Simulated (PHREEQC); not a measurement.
Make-up at 20 °C: 42 mmol/kgw NH3. Closed to the air; pH follows from the charge balance.

Model: ion-association model, wateq4f.dat, run in PHREEQC.

| quantity | before | after |
|---|---|---|
| pH | 11.09 | 11.44 |
| ionic strength (mol/kgw) | 0.000866 | 0.00198 |
| NH4+ (mol/kgw) | 0.000866 | 0.00198 |

**Question.** Which change was made?
A) NH3 from 0.042 to 0.0084 mol/kgw
B) NH3 replaced by NH4F at the same molality
C) NH3 from 0.042 to 0.21 mol/kgw
D) temperature from 20 to 35 °C

**Answer.** C, NH3 from 0.042 to 0.21 mol/kgw

This is a speciation only: nothing precipitates in the calculation.
